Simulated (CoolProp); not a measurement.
Vapour-liquid equilibrium of propylene (1) + R142b (2) at 275.2 K; x and y are mole fractions of (1).

Values from CoolProp's multi-fluid Helmholtz-energy mixture model, Lemmon 2013 and Lemmon 2006; pair parameters Bell 2016.

Question: Give the bubble pressure and the first vapour's composition at x = 0.275, 0.5, 0.95. Is there an azeotrope?

Answer: x = 0.275: 0.3027 MPa, y = 0.604; x = 0.5: 0.4107 MPa, y = 0.783; x = 0.95: 0.5993 MPa, y = 0.980. No azeotrope shows between x = 0.05 and 0.95.

The pair parameters rest on a limited set of measurements; away from them the model extrapolates.
